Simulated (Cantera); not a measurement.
Cantera run:

```python
import numpy as np
import cantera as ct

gas_names = """
    H HNO HNO2 HNO3 HO2 H2 H2O H2O2 N NH NH2 NH3 NH2OH NO NO2 NO3 N2 N2H2 N2H4 N2O O OH O2 O3 Si SiH
    SiH2 SiH3 SiH4 SiN SiO SiO2 Si2 Si2N Si3
""".split()
cond_names = """
    H2O(s) H2O(L) Si(cr) Si(L) SiO2(Lqz) SiO2(hqz) SiO2(L) Si2N2O(s) Si3N4(a)
""".split()


# ... load() reads the species with a 1 bar reference pressure and builds the phases ...
atoms = {
    'Si': {'Si': 1},
    'H2O': {'H': 2, 'O': 1},
    'N2': {'N': 2},
}
top_T = {'Si2N2O(s)': 2100, 'Si3N4(a)': 2400}  # K; cautious upper limits of use, not melting points


# ... equilibrate(T, P, feed) seeds the gas with the atoms and calls Mixture.equilibrate('TP', solver="vcs", rtol=1e-11, max_steps=5000) ...
results = []
T = 1773  # K
P = 3100  # Pa
for m in [22, 30, 42, 58, 80, 110, 150, 210, 290, 410, 560]:
    feed = {'Si': 1, 'H2O': 1.7, 'N2': m}  # mol
    mix = equilibrate(T, P, feed)
    results.append((T, P, feed, dict(zip(mix.species_names, mix.species_moles))))
    x = sorted(zip(gas.X, gas.species_names), reverse=True)
    print(f"T = {T:g} K  P = {P:g} Pa  n(N2) = {m:g} mol  gas = {mix.phase_moles(0):.4g} mol")
    print("   x: " + "  ".join(f"{s} {v:.3e}" for v, s in x if v > 1e-06))
    print("   condensed (mol): " + ("  ".join(f"{mix.phase(i).name} {mix.phase_moles(i):.4g}"
          for i in range(1, mix.n_phases) if mix.phase_moles(i) > 1e-12) or "none"))
```

Output:

```
T = 1773 K  P = 3100 Pa  n(N2) = 22 mol  gas = 24.01 mol
   x: N2 9.163e-01  H2 7.036e-02  SiO 1.272e-02  H 4.286e-04  H2O 2.291e-04
   condensed (mol): SiO2(L) 0.6945
T = 1773 K  P = 3100 Pa  n(N2) = 30 mol  gas = 32.01 mol
   x: N2 9.371e-01  H2 5.269e-02  SiO 9.599e-03  H 3.709e-04  H2O 2.274e-04
   condensed (mol): SiO2(L) 0.6927
T = 1773 K  P = 3100 Pa  n(N2) = 42 mol  gas = 44.02 mol
   x: N2 9.542e-01  H2 3.824e-02  SiO 7.041e-03  H 3.160e-04  H2O 2.250e-04
   condensed (mol): SiO2(L) 0.6901
T = 1773 K  P = 3100 Pa  n(N2) = 58 mol  gas = 60.02 mol
   x: N2 9.663e-01  H2 2.797e-02  SiO 5.220e-03  H 2.702e-04  H2O 2.220e-04
   condensed (mol): SiO2(L) 0.6867
T = 1773 K  P = 3100 Pa  n(N2) = 80 mol  gas = 82.03 mol
   x: N2 9.753e-01  H2 2.039e-02  SiO 3.875e-03  H 2.307e-04  H2O 2.180e-04
   condensed (mol): SiO2(L) 0.6821
T = 1773 K  P = 3100 Pa  n(N2) = 110 mol  gas = 112 mol
   x: N2 9.818e-01  H2 1.486e-02  SiO 2.891e-03  H2O 2.130e-04  H 1.970e-04
   condensed (mol): SiO2(L) 0.6761
T = 1773 K  P = 3100 Pa  n(N2) = 150 mol  gas = 152 mol
   x: N2 9.866e-01  H2 1.089e-02  SiO 2.180e-03  H2O 2.069e-04  H 1.686e-04
   condensed (mol): SiO2(L) 0.6685
T = 1773 K  P = 3100 Pa  n(N2) = 210 mol  gas = 212.1 mol
   x: N2 9.903e-01  H2 7.747e-03  SiO 1.614e-03  H2O 1.989e-04  H 1.422e-04
   condensed (mol): SiO2(L) 0.6577
T = 1773 K  P = 3100 Pa  n(N2) = 290 mol  gas = 292.1 mol
   x: N2 9.929e-01  H2 5.570e-03  SiO 1.217e-03  H2O 1.896e-04  H 1.206e-04
   condensed (mol): SiO2(L) 0.6445
T = 1773 K  P = 3100 Pa  n(N2) = 410 mol  gas = 412.1 mol
   x: N2 9.949e-01  H2 3.897e-03  SiO 9.065e-04  H2O 1.781e-04  H 1.009e-04
   condensed (mol): SiO2(L) 0.6264
T = 1773 K  P = 3100 Pa  n(N2) = 560 mol  gas = 562.1 mol
   x: N2 9.962e-01  H2 2.815e-03  SiO 7.006e-04  H2O 1.665e-04  H 8.572e-05
   condensed (mol): SiO2(L) 0.6061
```

Equilibrium computed with Cantera from the NASA thermochemical tables; the gas is ideal and each condensed phase is pure. The tables hold silica as quartz up to 1696 K and as liquid above; real silica turns to tridymite and cristobalite and melts near 1996 K.
